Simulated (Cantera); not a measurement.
Feed: 1 mol SO2, 7.7 mol H2O, 0.51 mol N2, at 2175 K and 10.0 Torr.

Method: chemical equilibrium by Gibbs-energy minimisation in Cantera with the NASA 1993 tables (ideal gas, pure condensed phases). Candidate condensed phases: H2O, H2SO4, S; 35 gas species. Kinetics and transport are ignored.

Base state: H2O 0.745, SO2 0.100, N2 0.0528, H2 0.0447, OH 0.0200, O2 0.0198, H 0.00894, SO 0.00395 (mole fractions); condensed: gas only.

Q: What changes in the equilibrium state with this change: H2O from 7.7 to 0.037 mol?

A: 
```json
[
 {"species": "SO2", "before": "0.100", "after": "0.605"},
 {"species": "N2", "before": "0.0528", "after": "0.323"},
 {"species": "SO", "before": "0.00395", "after": "0.0290"},
 {"species": "H2O", "before": "0.745", "after": "0.0197"},
 {"species": "H2", "before": "0.0447", "after": "0.00144"},
 {"species": "OH", "before": "0.0200", "after": "0.00295"},
 {"species": "O2", "before": "0.0198", "after": "0.0133"},
 {"species": "S2", "before": "3.44e-7", "after": "2.76e-5"},
 {"species": "S", "before": "4.64e-5", "after": "0.000415"}
]
```

Q: What changes in the equilibrium state with this change: SO2 replaced by HF?

A: 
```tsv
species	before	after
H2O	0.745	0.745
HF	0	0.105
N2	0.0528	0.0529
SO2	0.100	0
SO	0.00395	0
O2	0.0198	0.0186
H2	0.0447	0.0461
OH	0.0200	0.0197
S	4.64e-5	0
F	0	1.63e-5
SH	1.27e-5	0
O	0.00280	0.00272
```

Q: What changes in the equilibrium state with this change: SO2 replaced by NF3?

A: 
| species | before | after |
|---|---|---|
| H2O | 0.745 | 0.523 |
| HF | 0 | 0.268 |
| N2 | 0.0528 | 0.0891 |
| SO2 | 0.100 | 0 |
| O2 | 0.0198 | 0.0674 |
| H2 | 0.0447 | 0.0170 |
| OH | 0.0200 | 0.0228 |
| SO | 0.00395 | 0 |
| F | 0 | 6.87e-5 |
| S | 4.64e-5 | 0 |
| SH | 1.27e-5 | 0 |
